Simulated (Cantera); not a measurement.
Input (Python, Cantera) and output of one run.

```python
import numpy as np
import cantera as ct

gas_names = """
    CL CLO CL2 H HCL HOCL HO2 H2 H2O H2O2 O OH O2 O3 Si SiCL SiCL2 SiCL3 SiCL4 SiH SiHCL3 SiH2 SiH2CL2
    SiH3 SiH3CL SiH4 SiO SiO2 Si2 Si3
""".split()
cond_names = """
    H2O(s) H2O(L) Si(cr) Si(L) SiO2(Lqz) SiO2(hqz) SiO2(L)
""".split()


# ... load() reads the species with a 1 bar reference pressure and builds the phases ...
atoms = {
    'SiH2Cl2': {'Si': 1, 'H': 2, 'CL': 2},
    'H2O': {'H': 2, 'O': 1},
    'H2': {'H': 2},
    'O2': {'O': 2},
}
top_T = {}  # K; cautious upper limits of use, not melting points


# ... equilibrate(T, P, feed) seeds the gas with the atoms and calls Mixture.equilibrate('TP', solver="vcs", rtol=1e-11, max_steps=5000) ...
results = []
feed = {'SiH2Cl2': 1, 'H2O': 8.1, 'H2': 0.25, 'O2': 8.3}  # mol
P = 133.322  # Pa
for T in [798, 848, 898, 948, 998, 1048, 1098, 1148, 1198, 1248]:
    mix = equilibrate(T, P, feed)
    results.append((T, P, feed, dict(zip(mix.species_names, mix.species_moles))))

top = {s: max(r[3][s] / sum(r[3][g] for g in gas_names) for r in results) for s in gas_names}
cols = sorted((s for s in top if top[s] > 0.0001), key=lambda s: -top[s])[:5]
seen = [c for c in cond_names if any(r[3].get(c, 0) > 1e-12 for r in results)]
print("log10 of partial pressures in bar; condensed amounts in mol")
print(f"{'T/K':>10s}" + "".join(f"{s[:9]:>10s}" for s in cols + seen))
for T, P, feed, n in results:
    ng = sum(n[g] for g in gas_names)
    print(f"{T:10.4g}" + "".join(f"{np.log10(max(n[s] / ng * P / 1e5, 1e-99)):10.3f}" for s in cols)
          + "".join(f"{n.get(c, 0):10.4g}" for c in seen))
```

It prints:

```
log10 of partial pressures in bar; condensed amounts in mol
       T/K       H2O        O2       HCL        CL       CL2 SiO2(Lqz) SiO2(hqz)
       798    -3.196    -3.263    -3.827    -7.940    -5.782         1         0
       848    -3.196    -3.263    -3.823    -7.572    -6.001         0         1
       898    -3.197    -3.263    -3.821    -7.246    -6.198         0         1
       948    -3.197    -3.263    -3.820    -6.955    -6.377         0         1
       998    -3.197    -3.263    -3.820    -6.693    -6.539         0         1
      1048    -3.197    -3.263    -3.820    -6.456    -6.686         0         1
      1098    -3.197    -3.263    -3.820    -6.241    -6.822         0         1
      1148    -3.197    -3.263    -3.821    -6.045    -6.946         0         1
      1198    -3.197    -3.263    -3.822    -5.865    -7.062         0         1
      1248    -3.197    -3.264    -3.824    -5.701    -7.169         0         1
```

Equilibrium computed with Cantera from the NASA thermochemical tables; the gas is ideal and each condensed phase is pure. The tables hold silica as quartz up to 1696 K and as liquid above; real silica turns to tridymite and cristobalite and melts near 1996 K.
